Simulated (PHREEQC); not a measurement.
**Polishing slurry liquid: speciation**

Dissolve 0.0154 mol/kgw HNO3 and 0.27 mol/kgw CuSO4 at 25 °C. Closed to the air; pH follows from the charge balance.

All values are PHREEQC results (ion-association model, wateq4f.dat), not measurements.

Precipitation was switched off in this run.

Question: Predict the pH, ionic strength, activity of water.

Answer: pH 2.50; ionic strength 0.511 mol/kgw; activity of water 0.993.

Question: In which forms is S present?

Answer: CuSO4 52 %, SO4-2 44 %, HSO4- 4.2 % of the S.
